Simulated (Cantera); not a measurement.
An isothermal, constant-pressure homogeneous reactor starts with H2 : O2 : N2 = 0.86 : 1 : 11 (molar parts), equivalence ratio 0.43, at 823 K and 0.270 bar. Integrator tolerance rtol = 1e-08.

Cantera simulation using the H2/O2 subset of GRI-Mech 3.0, which has no nitrogen chemistry; the numbers are that mechanism's predictions, not measurements. Below about 950 K walls govern HO2 and H2O2 in real vessels. The temperature is held fixed by assumption; the heat of reaction is taken as removed at once.

Task: What does this change do: temperature 823 to 1375 K?

Result: 
```json
[
 {"quantity": "x(H2) at 3.00 s", "before": "0.0669 (gas-phase equilibrium <1e-12)", "after": "1.91e-7 (gas-phase equilibrium 1.91e-7)"},
 {"quantity": "x(O2) at 3.00 s", "before": "0.0778 (gas-phase equilibrium 0.0459)", "after": "0.0459 (gas-phase equilibrium 0.0459)"},
 {"quantity": "x(O) at 3.00 s", "before": "2.02e-10 (gas-phase equilibrium <1e-12)", "after": "2.64e-7 (gas-phase equilibrium 2.64e-7)"},
 {"quantity": "x(H2O2) at 3.00 s", "before": "2.80e-6 (gas-phase equilibrium 1.39e-12)", "after": "7.27e-10 (gas-phase equilibrium 7.27e-10)"},
 {"quantity": "x(H2O) at 3.00 s", "before": "5.81e-6 (gas-phase equilibrium 0.0692)", "after": "0.0692 (gas-phase equilibrium 0.0692)"},
 {"quantity": "x(HO2) at 3.00 s", "before": "1.20e-6 (gas-phase equilibrium 5.73e-12)", "after": "1.41e-8 (gas-phase equilibrium 1.41e-8)"}
]
```
